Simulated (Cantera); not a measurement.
Feed: 1 mol Si₃N₄, 0.19 mol N₂O, 26 mol H₂, equilibrated at 927 °C and 0.133 bar.

Cantera equilibrium calculation (NASA polynomials, part measured and part estimated; ideal gas, pure solids and liquids). Candidate condensed phases: H₂O, Si, SiO₂, Si₂N₂O, Si₃N₄; 35 gas species. Mutual solubility and eutectic melting of coexisting phases are not modelled. Rates play no part.

Task: What is the equilibrium state?

Result: 
| Quantity | Result |
|---|---|
| x(H₂) | 0.990 |
| x(N₂) | 0.00965 |
| x(NH₃) | 2.47e-6 |
| n(Si₂N₂O(s)) | 0.190 mol |
| n(Si₃N₄(s)) | 0.873 mol |
| gas amount | 26.25 mol |
| log10 activity of Si(s) (absent) | -3.10 |
